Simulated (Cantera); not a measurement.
## Al + O₂ + N₂ (aluminium nitride and oxide growth)

Feed: 1 mol Al, 0.25 mol O₂, 46 mol N₂, held at 75.0 Torr.

Equilibrium computed with Cantera from the NASA thermochemical tables; the gas is ideal and each condensed phase is pure. Candidate condensed phases: Al, AlN, Al₂O₃; 16 gas species. Mutual solubility and eutectic melting of coexisting phases are not modelled. Condensed phases not in the tables: aluminium oxynitride. Kinetics and transport are ignored.

```
T (K)   x N₂      x Al    x Al₂O     x AlO  n AlN(s)  n Al₂O₃(s)
-----  -----  --------  --------  --------  --------  ----------
1198    1.00    <1e-12    <1e-12    <1e-12     0.667       0.167
1348    1.00  6.11e-12    <1e-12    <1e-12     0.667       0.167
1498    1.00   1.83e-9  3.11e-11    <1e-12     0.667       0.167
1648    1.00   1.91e-7   1.17e-8  2.24e-11     0.667       0.167
1798   1.000   9.07e-6   1.60e-6   1.72e-9     0.666       0.167
1948   1.000  0.000236  0.000100   6.72e-8     0.650       0.165
2098   0.993   0.00382   0.00342   1.54e-6     0.279       0.114
```
x: gas mole fraction; n: condensed amount in mol.

From 1198 K to 2098 K the condensed part is AlN(s) + Al₂O₃(s).
